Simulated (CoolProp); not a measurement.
Vapour pressure (MPa) of neopentane: the reference equation beside estimates from Tc = 433.7 K, pc = 3.196 MPa, ω = 0.196. Clausius-Clapeyron is anchored at 302.1 K with a constant enthalpy of vaporisation of 21.65 kJ/mol.

Values from CoolProp's reference Helmholtz-energy equation of state, Lemmon 2006. It is a short technical equation, of lower accuracy than the large ones.

```csv
T (K),reference,Lee-Kesler,Clausius-Clapeyron,van der Waals,Soave-Redlich-Kwong,Peng-Robinson
272.1,0.06806,0.06764,0.07506,0.3574,0.06785,0.06870
287.1,0.1186,0.1183,0.1238,0.4787,0.1183,0.1188
302.1,0.1942,0.1942,0.1942,0.6245,0.1941,0.1936
317,0.3009,0.3013,0.2912,0.7956,0.3014,0.2993
332,0.4476,0.4485,0.4221,0.9957,0.4495,0.4450
347,0.6417,0.6428,0.5925,1.225,0.6462,0.6386
362,0.8915,0.8924,0.8086,1.486,0.9002,0.8891
376.9,1.204,1.204,1.075,1.777,1.218,1.204
391.9,1.593,1.592,1.400,2.103,1.613,1.597
406.9,2.068,2.069,1.789,2.463,2.094,2.078
421.8,2.642,2.645,2.242,2.856,2.665,2.655
```

Absolute difference from the reference over all 11 rows, mean and median: Lee-Kesler 0.2 and 0.1 %, Clausius-Clapeyron 8.4 and 9.3 %, van der Waals 136.5 and 90.9 %, Soave-Redlich-Kwong 0.7 and 0.7 %, Peng-Robinson 0.4 and 0.5 %.
